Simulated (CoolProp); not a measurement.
A single-stage vapour-compression cycle with R134a: evaporating at 253.15 K (dew point), condensing at 285.15 K (bubble point), superheat 2 K, subcooling 2 K, compressor efficiency 0.65, no pressure losses. Each further row changes one setting.

Values from CoolProp's reference Helmholtz-energy equation of state, Tillner-Roth 1994.

| case | cooling COP | pressure ratio | discharge temperature (K) | refrigerating effect (kJ/kg) | volumetric capacity (kJ/m³) |
|---|---|---|---|---|---|
| as stated | [?] | 3.34 | 307.6 | 175 | 1170 |
| evaporating temperature 258.15 K | 5.62 | 2.70 | 303.8 | 178 | 1460 |
| condensing temperature 280.15 K | 5.53 | 2.82 | 300.2 | 181 | 1220 |
| subcooling 7 K | [?] | 3.34 | 307.6 | 181 | 1220 |
| superheat 12 K | [?] | 3.34 | [?] | 183 | 1170 |
| compressor efficiency 0.55 | 3.86 | 3.34 | [?] | 175 | 1170 |

Q: Complete the blanks.

A: 
- as stated, cooling COP: 4.56
- subcooling 7 K, cooling COP: 4.73
- superheat 12 K, cooling COP: 4.55
- superheat 12 K, discharge temperature (K): 318.3
- compressor efficiency 0.55, discharge temperature (K): 315.1
